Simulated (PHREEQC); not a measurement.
Dissolve 0.04 mol H2SO4 and 0.00011 mol MnSO4 per kg of water at 25 °C. It is in equilibrium with CO2 at log p = -3.5 (atm). Otherwise closed; pH follows from the charge balance.

Computed with PHREEQC (ion-association model, phreeqc.dat).

No solid was allowed to form.

**Question.** Estimate the pH.

**Answer.** pH 1.36.

**Question.** In which forms is S present?

**Answer.** HSO4- 69 %, SO4-2 31 % of the S.
